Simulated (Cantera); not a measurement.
# Equilibrium for oxide etching and cleaning by halides: B2O3 + HF + O2

Input: 1 mol B2O3, 3.5 mol HF, 1.8 mol O2, at 10.0 mbar.

Cantera equilibrium calculation (NASA polynomials, part measured and part estimated; ideal gas, pure solids and liquids). Candidate condensed phases: B, B2O3, B3O3H3, H2O; 43 gas species. Gases not in the tables: H3BO3. Kinetics and transport are ignored.

```csv
T (K),log p O2,log p HF,log p BOF,log p H2O,log p BF3,log p HBO2,log p B3O3F3,n B2O3(l)
1248,-2.46,-2.50,-3.39,-2.75,-3.03,-4.17,-3.90,0.536
1298,-2.47,-2.50,-3.12,-2.78,-3.11,-3.91,-3.97,0.471
1348,-2.49,-2.52,-2.88,-2.81,-3.24,-3.68,-4.08,0.349
1398,-2.51,-2.57,-2.70,-2.84,-3.44,-3.46,-4.28,0.154
1448,-2.53,-2.60,-2.60,-2.86,-3.69,-3.34,-4.69,0
1498,-2.54,-2.58,-2.58,-2.89,-3.89,-3.36,-5.29,0
1548,-2.54,-2.57,-2.57,-2.91,-4.10,-3.37,-5.87,0
1598,-2.54,-2.56,-2.57,-2.92,-4.32,-3.37,-6.43,0
```
log p: log10 of the partial pressure in bar; n: condensed amount in mol.

From 1248 K to 1398 K the condensed part is B2O3(l). From 1448 K to 1598 K nothing is condensed.
